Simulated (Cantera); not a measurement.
## Gas-phase reforming

A perfectly stirred reactor is fed with 69.0 % CH₄, 31.0 % H₂O, at 13300 Pa; it is held at 1475 K, and followed from long to short residence time.

Model: GRI-Mech 3.0 (53 species, 325 reactions), integrated in Cantera. GRI-Mech 3.0 stops at C3 and has no aromatics, soot or wall deposition, so with more carbon than oxygen in the feed, carbon stays in small species such as C2H2 where larger ones or solid carbon would form.

```json
[
 {"τ (s)": "5.0", "x CH₄": "0.269", "x H₂O": "0.220", "x CH₂": "6.85e-9", "x H₂": "0.382", "x O₂": "<1e-12", "x H₂O₂": "<1e-12", "x C₂H₂": "0.115"},
 {"τ (s)": "1.6", "x CH₄": "0.410", "x H₂O": "0.256", "x CH₂": "8.38e-9", "x H₂": "0.249", "x O₂": "<1e-12", "x H₂O₂": "<1e-12", "x C₂H₂": "0.0776"},
 {"τ (s)": "0.50", "x CH₄": "0.541", "x H₂O": "0.283", "x CH₂": "1.02e-8", "x H₂": "0.130", "x O₂": "1.62e-12", "x H₂O₂": "<1e-12", "x C₂H₂": "0.0391"},
 {"τ (s)": "0.16", "x CH₄": "0.626", "x H₂O": "0.300", "x CH₂": "1.17e-8", "x H₂": "0.0531", "x O₂": "1.93e-12", "x H₂O₂": "<1e-12", "x C₂H₂": "0.0135"},
 {"τ (s)": "0.050", "x CH₄": "0.670", "x H₂O": "0.308", "x CH₂": "1.09e-8", "x H₂": "0.0148", "x O₂": "<1e-12", "x H₂O₂": "<1e-12", "x C₂H₂": "0.00230"},
 {"τ (s)": "0.016", "x CH₄": "0.685", "x H₂O": "0.310", "x CH₂": "6.84e-9", "x H₂": "0.00296", "x O₂": "<1e-12", "x H₂O₂": "<1e-12", "x C₂H₂": "0.000159"},
 {"τ (s)": "0.0050", "x CH₄": "0.689", "x H₂O": "0.310", "x CH₂": "2.91e-9", "x H₂": "0.000530", "x O₂": "<1e-12", "x H₂O₂": "<1e-12", "x C₂H₂": "5.05e-6"},
 {"τ (s)": "0.0016", "x CH₄": "0.689", "x H₂O": "0.310", "x CH₂": "9.55e-10", "x H₂": "0.000118", "x O₂": "<1e-12", "x H₂O₂": "<1e-12", "x C₂H₂": "1.24e-7"},
 {"τ (s)": "0.00050", "x CH₄": "0.690", "x H₂O": "0.310", "x CH₂": "1.74e-10", "x H₂": "3.09e-5", "x O₂": "<1e-12", "x H₂O₂": "<1e-12", "x C₂H₂": "1.66e-9"}
]
```
x: mole fraction; the columns are a selection and need not sum to one.
